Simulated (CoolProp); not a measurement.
Aqueous lithium chloride as a coolant, at 20 °C, 1 atm.

The numbers come from the Melinder's fits for secondary coolants in CoolProp.

| mass % | freezing point (°C) | cp (kJ/(kg K)) | density (kg/m³) | Prandtl number | conductivity (W/(m K)) |
|---|---|---|---|---|---|
| 2.8 | -2.4 | 4.029 | 1014 | 7.53 | 0.590 |
| 5.7 | -6.0 | 3.879 | 1031 | 8.08 | 0.584 |
| 8.5 | -9.8 | 3.741 | 1047 | 8.67 | 0.577 |
| 11.4 | -14.8 | 3.606 | 1064 | 9.40 | 0.570 |
| 14.2 | -21.5 | 3.482 | 1080 | 10.2 | 0.564 |
| 17 | -30.9 | 3.366 | 1097 | 11.2 | 0.558 |
| 19.9 | -43.4 | 3.261 | 1115 | 12.4 | 0.553 |
| 22.7 | -56.9 | 3.180 | 1132 | 13.9 | 0.546 |
